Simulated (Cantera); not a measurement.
Charge: 1 mol SiC, 0.044 mol N2O, 5.2 mol H2, at 852 °C and 0.0320 bar.

Equilibrium computed with Cantera from the NASA thermochemical tables; the gas is ideal and each condensed phase is pure. Candidate condensed phases: C, C6H6, C7H8, C8H18, H2O, Si, SiC, SiO2, Si2N2O, Si3N4; 151 gas species. Mutual solubility and eutectic melting of coexisting phases are not modelled. The numbers say what is thermodynamically allowed, not how fast it happens.

Base state: H2 0.999, CH4 0.000922 (mole fractions); condensed: C(graphite) + SiC(s) + Si2N2O(s).

**Question.** What changes in the equilibrium state with this change: temperature from 852 °C to 1550 °C?

**Answer.** 
| species | before | after |
|---|---|---|
| H2 | 0.999 | 0.981 |
| N2 | 6.27e-6 | 0.00829 |
| CO | 6.30e-6 | 0.00416 |
| SiO | 1.50e-9 | 0.00415 |
| Si | <1e-9 | 4.78e-5 |
| SiH2 | <1e-9 | 1.19e-5 |
| H | 2.48e-7 | 0.00240 |
| HCN | 7.68e-8 | 4.77e-5 |
| C(graphite), mol | 0.0831 | 0 |
| SiC(s), mol | 0.912 | 0.978 |
| Si2N2O(s), mol | 0.0440 | 0 |
Gases not in the tables: Si2H6 and higher silanes.
